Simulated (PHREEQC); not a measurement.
**Hard or scaling water (model solution)**

Solution (25 °C): 0.00089 mol CaSO4, 0.015 mol Na2SO4 and 7e-06 mol H4SiO4 per kg of water. Closed to the air; pH follows from the charge balance.

The numbers come from PHREEQC with the ion-association model, phreeqc.dat.

Each row changes one thing in this solution. No solid was allowed to form.

```json
[
 {"case": "as made", "pH": "7.08", "ionic strength (mol/kgw)": "0.0452", "Na+ (mol/kgw)": "0.0290", "SO4-2 (mol/kgw)": "0.0146", "NaSO4- (mol/kgw)": "0.00100", "Ca+2 (mol/kgw)": "0.000560", "SI of Gypsum (CaSO4:2H2O)": "-1.15", "SI of Quartz (SiO2)": "-1.17"},
 {"case": "CaSO4 from 0.00089 to 0.000445 mol/kgw", "pH": "7.08", "ionic strength (mol/kgw)": "0.0441", "Na+ (mol/kgw)": "0.0290", "SO4-2 (mol/kgw)": "0.0143", "NaSO4- (mol/kgw)": "0.000989", "Ca+2 (mol/kgw)": "0.000280", "SI of Gypsum (CaSO4:2H2O)": "-1.45", "SI of Quartz (SiO2)": "-1.17"},
 {"case": "0.0041 mol/kgw NH3 added", "pH": "10.43", "ionic strength (mol/kgw)": "0.0455", "Na+ (mol/kgw)": "0.0290", "SO4-2 (mol/kgw)": "0.0145", "NaSO4- (mol/kgw)": "0.000997", "Ca+2 (mol/kgw)": "0.000560", "SI of Gypsum (CaSO4:2H2O)": "-1.15", "SI of Quartz (SiO2)": "-1.94"},
 {"case": "temperature from 25 to 80 °C", "pH": "6.56", "ionic strength (mol/kgw)": "0.0447", "Na+ (mol/kgw)": "0.0288", "SO4-2 (mol/kgw)": "0.0143", "NaSO4- (mol/kgw)": "0.00121", "Ca+2 (mol/kgw)": "0.000523", "SI of Gypsum (CaSO4:2H2O)": "-1.09", "SI of Quartz (SiO2)": "-1.85"},
 {"case": "diluted 5-fold with water", "pH": "7.03", "ionic strength (mol/kgw)": "0.00945", "Na+ (mol/kgw)": "0.00594", "SO4-2 (mol/kgw)": "0.00308", "NaSO4- (mol/kgw)": "6.17e-5", "Ca+2 (mol/kgw)": "0.000142", "SI of Gypsum (CaSO4:2H2O)": "-2.12", "SI of Quartz (SiO2)": "-1.87"}
]
```

Species that the database lacks are ignored. At this temperature some constants are extrapolated from 25 °C, and those without enthalpy data are left unchanged.
